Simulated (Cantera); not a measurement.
An isothermal, constant-pressure homogeneous reactor starts with CH4 : N2 : H2O = 1 : 6 : 0.0096 (molar parts), at 1800 K and 0.00200 bar.

Detailed kinetics in Cantera: GRI-Mech 3.0 (53 species, 325 reactions). GRI-Mech 3.0 stops at C3 and has no aromatics, soot or wall deposition, so with more carbon than oxygen in the feed, carbon stays in small species such as C2H2 where larger ones or solid carbon would form. Radical loss at walls, strong at low pressure, is not modelled.

Problem. Predict: x(CH4) at 200 s; x(C2H) at 200 s; x(C2H2) at 200 s; x(CH3) at 200 s; x(CH2) at 200 s.

Solution. 
| Quantity | Value |
|---|---|
| x(CH4) at 200 s | 6.19e-7 (gas-phase equilibrium 1.40e-6) |
| x(C2H) at 200 s | 1.00e-5 (gas-phase equilibrium 3.70e-6) |
| x(C2H2) at 200 s | 0.0616 (gas-phase equilibrium 0.0227) |
| x(CH3) at 200 s | 2.33e-7 (gas-phase equilibrium 5.27e-7) |
| x(CH2) at 200 s | 4.89e-9 (gas-phase equilibrium 1.11e-8) |
